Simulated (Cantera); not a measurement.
## Thermodynamics of abatement and gas-phase synthesis, feed H2O + O2

Feed: 1 mol H2O, 0.12 mol O2, held at 10000 Pa.

Equilibrium computed with Cantera from the NASA thermochemical tables; the gas is ideal and each condensed phase is pure. Candidate condensed phases: H2O; 9 gas species. Rates play no part.

```
T (K)  log p H2O  log p H  log p O  log p H2  log p OH  log p O2
-----  ---------  -------  -------  --------  --------  --------
975        -1.05     <-13   -11.13    -10.45     -7.50     -1.97
1175       -1.05   -11.01    -8.82     -8.19     -6.02     -1.97
1375       -1.05    -8.75    -7.18     -6.58     -4.97     -1.97
1575       -1.05    -7.07    -5.96     -5.37     -4.18     -1.97
1775       -1.05    -5.76    -5.01     -4.44     -3.58     -1.97
1975       -1.05    -4.71    -4.25     -3.69     -3.09     -1.98
2175       -1.06    -3.85    -3.63     -3.08     -2.70     -1.98
2375       -1.09    -3.15    -3.11     -2.60     -2.39     -1.98
2575       -1.15    -2.58    -2.67     -2.23     -2.14     -1.98
2775       -1.26    -2.12    -2.29     -1.98     -1.96     -1.97
2975       -1.47    -1.76    -1.98     -1.86     -1.86     -1.99
3175       -1.80    -1.51    -1.74     -1.86     -1.87     -2.08
3375       -2.28    -1.36    -1.58     -2.01     -2.00     -2.27
```
log p: log10 of the partial pressure in bar; nothing condenses.

From 975 K to 3375 K nothing is condensed.
